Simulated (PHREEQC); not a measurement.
Dissolve 1.1 mmol/kgw HNO3, 65 mmol/kgw FeCl3 and 0.12 mmol/kgw KCl at 48 °C. Closed to the air; pH follows from the charge balance.

The numbers come from PHREEQC with the ion-association model, phreeqc.dat.

| quantity | before | after |
|---|---|---|
| ionic strength (mol/kgw) | 0.269 | 0.147 |
| Cl- (mol/kgw) | 0.158 | 0.0851 |

Question: Name the change that produced these shifts.
A) temperature from 48 to 85 °C
B) FeCl3 left out
C) temperature from 48 to 20 °C
D) temperature from 48 to 60 °C
E) diluted 2-fold with water

Answer: E, diluted 2-fold with water

Precipitation was switched off in this run. Some of these states are supersaturated (in Hematite (slow to form), Goethite (slow to form), for instance). Away from 25 °C the constants follow the database's enthalpies or fits; those with neither stay at their 25 °C values.
